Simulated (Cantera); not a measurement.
# Thermodynamics of thermal oxidation and active oxidation of silicon, feed Si + H₂O + H₂

Input: 1 mol Si, 0.12 mol H₂O, 870 mol H₂, held at 0.133 bar.

Equilibrium computed with Cantera from the NASA thermochemical tables; the gas is ideal and each condensed phase is pure. Candidate condensed phases: H₂O, Si, SiO₂; 18 gas species. Gases not in the tables: Si₂H₆ and higher silanes. Rates play no part.

| T (°C) | x H₂ | x H | x Si | x SiH | n Si(l) |
|---|---|---|---|---|---|
| 1475 | 0.999 | 0.000625 | 1.09e-5 | 5.30e-6 | 0.848 |
| 1525 | 0.999 | 0.000964 | 2.31e-5 | 9.69e-6 | 0.825 |
| 1575 | 0.998 | 0.00145 | 4.71e-5 | 1.71e-5 | 0.787 |
| 1625 | 0.998 | 0.00214 | 9.21e-5 | 2.93e-5 | 0.722 |
| 1675 | 0.996 | 0.00309 | 0.000174 | 4.88e-5 | 0.614 |
| 1725 | 0.995 | 0.00438 | 0.000319 | 7.92e-5 | 0.434 |
| 1775 | 0.993 | 0.00611 | 0.000567 | 0.000125 | 0.140 |
| 1825 | 0.990 | 0.00839 | 0.000717 | 0.000142 | 0 |
x: gas mole fraction; n: condensed amount in mol.

From 1475 °C to 1775 °C the condensed part is Si(l). At 1825 °C nothing is condensed. The main Si-bearing gas is SiO at 1475 °C and Si at 1825 °C. The share of Si in condensed phases is highest at 1475 °C (84.8 %) and lowest at 1825 °C (0.0 %).
